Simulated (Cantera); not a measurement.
A perfectly stirred reactor is fed with 1.65 % CH₄, 96.8 % H₂, 1.55 % CO₂, at 100.0 Torr; it is held at 1998 K, and followed from long to short residence time.

Detailed kinetics in Cantera: GRI-Mech 3.0 (53 species, 325 reactions).

Q: Predict: x(CH₄) at τ = 11.0 s; x(H₂) at τ = 11.0 s; x(CO₂) at τ = 11.0 s; x(CH₃) at τ = 11.0 s; x(CH₄) at τ = 0.160 s; x(H₂) at τ = 0.160 s; x(CO₂) at τ = 0.160 s; x(CH₃) at τ = 0.160 s.

A: 
| Item | Value |
|---|---|
| x(CH₄) at τ = 11.0 s | 0.000449 |
| x(H₂) at τ = 11.0 s | 0.963 |
| x(CO₂) at τ = 11.0 s | 2.02e-5 |
| x(CH₃) at τ = 11.0 s | 3.97e-5 |
| x(CH₄) at τ = 0.160 s | 0.00300 |
| x(H₂) at τ = 0.160 s | 0.957 |
| x(CO₂) at τ = 0.160 s | 0.000169 |
| x(CH₃) at τ = 0.160 s | 0.000254 |
